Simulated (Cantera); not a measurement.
An isothermal, constant-pressure homogeneous reactor starts with 41.7 % CH4, 58.3 % CO2, at 1375 K and 1.01 bar.

Cantera simulation using GRI-Mech 3.0 (53 species, 325 reactions); the numbers are that mechanism's predictions, not measurements.

x: mole fraction; the columns are a selection and need not sum to one.

| t (s) | x CH4 | x CO2 | x CH2 | x CH2CO | x O2 |
|---|---|---|---|---|---|
| 4.00e-6 | 0.417 | 0.583 | <1e-12 | <1e-12 | <1e-12 |
| 1.30e-5 | 0.417 | 0.583 | <1e-12 | <1e-12 | <1e-12 |
| 4.24e-5 | 0.417 | 0.583 | <1e-12 | <1e-12 | <1e-12 |
| 0.000138 | 0.417 | 0.583 | <1e-12 | <1e-12 | <1e-12 |
| 0.000449 | 0.417 | 0.583 | 8.32e-12 | <1e-12 | <1e-12 |
| 0.00146 | 0.417 | 0.583 | 2.56e-11 | <1e-12 | <1e-12 |
| 0.00476 | 0.417 | 0.583 | 3.41e-11 | <1e-12 | <1e-12 |
| 0.0155 | 0.416 | 0.583 | 5.56e-11 | 7.40e-12 | <1e-12 |
| 0.0504 | 0.415 | 0.583 | 1.07e-10 | 1.55e-10 | <1e-12 |
| 0.164 | 0.410 | 0.581 | 1.47e-10 | … | <1e-12 |
| 0.534 | 0.391 | 0.573 | 1.29e-10 | … | <1e-12 |
| 1.74 | 0.343 | 0.537 | 1.19e-10 | … | <1e-12 |
| 5.66 | 0.240 | 0.421 | 2.33e-10 | … | <1e-12 |
| 18.4 | 0.103 | 0.236 | 5.39e-10 | … | <1e-12 |
| 60.0 | 0.0752 | 0.166 | 3.01e-10 | … | <1e-12 |

Complete the blanks.


- 0.164, x CH2CO: 4.18e-9
- 0.534, x CH2CO: 1.07e-7
- 1.74, x CH2CO: 1.22e-6
- 5.66, x CH2CO: 8.46e-6
- 18.4, x CH2CO: 2.66e-5
- 60.0, x CH2CO: 1.49e-5
